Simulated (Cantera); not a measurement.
Input: 1 mol C2F6, a varied amount of HCl, equilibrated at 1225 K and 1800 Pa.

Cantera equilibrium calculation (NASA polynomials, part measured and part estimated; ideal gas, pure solids and liquids). Candidate condensed phases: C, C6H6, C7H8, C8H18; 118 gas species. The feed counts by its element totals alone. Gases not in the tables: C2F6 and larger saturated fluorocarbons. Kinetics and transport are ignored.

### Question
At 0.025 mol HCl, list the 5 most abundant gas species with their mole fractions, and the condensed phases.

### Answer
CF4 0.973, HF 0.0154, Cl2 0.00433, CClF3 0.00368, Cl 0.00299. Condensed: C(graphite).
